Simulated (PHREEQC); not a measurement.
A solution holds 20 mmol/kgw H3PO4, 27 mmol/kgw NaF and 0.87 mmol/kgw KCl, at 25 °C. Closed to the air; pH follows from the charge balance.

Equilibrium calculation in PHREEQC: ion-association model, phreeqc.dat.

No solid was allowed to form.

**Question.** Predict the pH.

**Answer.** pH 2.92.

**Question.** In which forms is F present?

**Answer.** HF 57 %, F- 38 %, HF2- 4.5 % of the F.

Species that the database lacks are ignored.
